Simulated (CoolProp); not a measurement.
Vapour-liquid equilibrium of acetone (1) + dimethyl carbonate (2) at 421.8 K; x and y are mole fractions of (1).

Values from CoolProp's multi-fluid Helmholtz-energy mixture model, Lemmon 2006 and Zhou 2011; pair parameters Bell 2016.

```tsv
x	bubble pressure, mixture model (kPa)	bubble pressure, Raoult's law (kPa)	y, mixture model	y, Raoult's law
0.05	519.3	516.6	?	0.108
0.15	583.6	579.4	0.274	0.288
0.25	?	642.1	0.407	0.433
0.35	704.1	704.8	?	0.552
0.45	763.2	767.5	?	0.652
0.55	822.8	830.2	0.701	0.737
0.65	?	892.9	0.779	0.810
0.75	?	955.6	0.849	0.873
0.85	1011	1018	?	0.929
0.95	?	1081	0.973	0.978
```

Q: Fill in the missing entries.

A: 
- 0.05, y, mixture model: 0.105
- 0.25, bubble pressure, mixture model (kPa): 644.6
- 0.35, y, mixture model: 0.519
- 0.45, y, mixture model: 0.615
- 0.65, bubble pressure, mixture model (kPa): 883.7
- 0.75, bubble pressure, mixture model (kPa): 946.3
- 0.85, y, mixture model: 0.914
- 0.95, bubble pressure, mixture model (kPa): 1078

The largest gap from Raoult's law is -1.0 % in bubble pressure, at x = 0.65. No azeotrope shows between x = 0.05 and 0.95.

Pair parameters are fitted to limited data, so mixtures are less certain than the pure fluids. The gap from Raoult's law changes sign with composition, which may be real or a fault of the pair parameters; it wasn't checked against measurements.
